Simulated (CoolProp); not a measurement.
Vapour-liquid equilibrium of carbon dioxide (1) + CH3F (R41) (2) at 262.7 K; x and y are mole fractions of (1).

Model: multi-fluid Helmholtz-energy mixture model, Span 1996 and Lemmon 2006; pair parameters Bell 2016, in CoolProp.

```
x     bubble pressure (bar)  y at the bubble point  dew pressure at overall composition x (bar)  liquid density (mol/L)
----  ---------------------  ---------------------  -------------------------------------------  ----------------------
0.05                  15.71                  0.073                                        15.55                   21.01
0.15                  16.71                  0.206                                        16.28                   21.14
0.25                  17.70                  0.327                                        17.06                   21.28
0.35                  18.68                  0.438                                        17.89                   21.43
0.45                  19.69                  0.542                                        18.79                   21.59
0.55                  20.73                  0.640                                        19.77                   21.75
0.65                  21.83                  0.731                                        20.85                   21.90
0.75                  22.98                  0.817                                        22.07                   22.05
0.85                  24.20                  0.895                                        23.48                   22.20
0.95                  25.48                  0.967                                        25.16                   22.33
```

No azeotrope shows between x = 0.05 and 0.95.

The pair parameters rest on a limited set of measurements; away from them the model extrapolates.
